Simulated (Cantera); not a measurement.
# Silicon nitride deposition: SiCl4 + N2 + H2

Charge: 1 mol SiCl4, 24 mol N2, 17 mol H2, at 1400 Pa.

Equilibrium computed with Cantera from the NASA thermochemical tables; the gas is ideal and each condensed phase is pure. Candidate condensed phases: NH4Cl, Si, Si3N4; 28 gas species. N2 is the only nitrogen source here; it is nearly inert below about 1500 K, so the nitride shown seldom forms there in practice. The tables' values for SiCl3, SiCl are old estimates; treat these amounts as uncertain. Kinetics and transport are ignored.

| T (K) | x N2 | x H2 | x HCl | x SiCl2 | x H | x Cl | x SiCl3 | x SiCl | n Si3N4(s) |
|---|---|---|---|---|---|---|---|---|---|
| 1075 | 0.551 | 0.354 | 0.0943 | 6.50e-7 | 7.38e-8 | 1.77e-8 | 1.45e-6 | <1e-12 | 0.333 |
| 1175 | 0.551 | 0.354 | 0.0943 | 8.06e-6 | 6.17e-7 | 1.43e-7 | 5.58e-6 | 2.51e-12 | 0.333 |
| 1275 | 0.551 | 0.354 | 0.0942 | 6.66e-5 | 3.71e-6 | 8.37e-7 | 1.73e-5 | 1.84e-10 | 0.332 |
| 1375 | 0.551 | 0.355 | 0.0934 | 0.000396 | 1.72e-5 | 3.76e-6 | 4.42e-5 | 7.08e-9 | 0.327 |
| 1475 | 0.552 | 0.356 | 0.0905 | 0.00174 | 6.54e-5 | 1.35e-5 | 9.17e-5 | 1.60e-7 | 0.307 |
| 1575 | 0.553 | 0.359 | 0.0826 | 0.00551 | 0.000210 | 3.85e-5 | 0.000141 | 2.27e-6 | 0.253 |
| 1675 | 0.555 | 0.363 | 0.0687 | 0.0122 | 0.000592 | 8.74e-5 | 0.000150 | 2.08e-5 | 0.157 |
| 1775 | 0.557 | 0.369 | 0.0527 | 0.0199 | 0.00149 | 0.000163 | 0.000115 | 0.000133 | 0.0427 |
x: gas mole fraction; n: condensed amount in mol.

From 1075 K to 1775 K the condensed part is Si3N4(s). The main Si-bearing gas is SiCl4 at 1075 K and SiCl2 at 1775 K.
